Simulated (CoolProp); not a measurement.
The numbers come from the reference Helmholtz-energy equation of state, Akasaka 2022 in CoolProp.

Task: For R1233zd(E), give the phase and the density (kg/m³), cp (kJ/(kg K)), cv (kJ/(kg K)), Joule-Thomson coefficient (K/MPa) at 19.55 °C and 8.14 bar; 19.55 °C and 34.3 bar.

Result: 
- 19.55 °C and 8.14 bar: liquid; density 1280, cp 1.17, cv 0.815, Joule-Thomson coefficient -0.306
- 19.55 °C and 34.3 bar: liquid; density 1290, cp 1.17, cv 0.815, Joule-Thomson coefficient -0.319
